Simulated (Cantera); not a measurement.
Gas mixture: 100 % NO, at 92000 Pa, frozen composition.

Cantera's kinetic-theory transport with the Lennard-Jones parameters of GRI-Mech 3.0, ideal gas; thermal conductivity in the multicomponent form. The composition is frozen, though it would react at the higher temperatures.

D: mixture-averaged diffusion coefficient of that species in the mixture.

```json
[
 {"T (K)": "400", "ρ (kg/m³)": "0.830", "cp (J/kg/K)": "998.6", "μ (µPa s)": "23.1", "λ (mW/m/K)": "32.5", "Pr": "0.711", "D (cm²/s) H₂O": "0.431", "D (cm²/s) H₂": "1.39", "D (cm²/s) N₂": "0.373"},
 {"T (K)": "550", "ρ (kg/m³)": "0.604", "cp (J/kg/K)": "1028", "μ (µPa s)": "28.9", "λ (mW/m/K)": "41.9", "Pr": "0.709", "D (cm²/s) H₂O": "0.781", "D (cm²/s) H₂": "2.38", "D (cm²/s) N₂": "0.643"},
 {"T (K)": "700", "ρ (kg/m³)": "0.474", "cp (J/kg/K)": "1067", "μ (µPa s)": "34.0", "λ (mW/m/K)": "51.2", "Pr": "0.708", "D (cm²/s) H₂O": "1.21", "D (cm²/s) H₂": "3.56", "D (cm²/s) N₂": "0.966"},
 {"T (K)": "850", "ρ (kg/m³)": "0.391", "cp (J/kg/K)": "1104", "μ (µPa s)": "38.6", "λ (mW/m/K)": "60.2", "Pr": "0.708", "D (cm²/s) H₂O": "1.70", "D (cm²/s) H₂": "4.91", "D (cm²/s) N₂": "1.34"},
 {"T (K)": "1000", "ρ (kg/m³)": "0.332", "cp (J/kg/K)": "1133", "μ (µPa s)": "[?]", "λ (mW/m/K)": "[?]", "Pr": "0.707", "D (cm²/s) H₂O": "[?]", "D (cm²/s) H₂": "[?]", "D (cm²/s) N₂": "[?]"},
 {"T (K)": "1150", "ρ (kg/m³)": "0.289", "cp (J/kg/K)": "1153", "μ (µPa s)": "[?]", "λ (mW/m/K)": "[?]", "Pr": "0.707", "D (cm²/s) H₂O": "[?]", "D (cm²/s) H₂": "[?]", "D (cm²/s) N₂": "[?]"}
]
```

Task: What belongs in the gaps?

Result: 
- 1000, μ (µPa s): 42.9
- 1000, λ (mW/m/K): 68.8
- 1000, D (cm²/s) H₂O: 2.26
- 1000, D (cm²/s) H₂: 6.43
- 1000, D (cm²/s) N₂: 1.76
- 1150, μ (µPa s): 47.0
- 1150, λ (mW/m/K): 76.7
- 1150, D (cm²/s) H₂O: 2.88
- 1150, D (cm²/s) H₂: 8.11
- 1150, D (cm²/s) N₂: 2.21
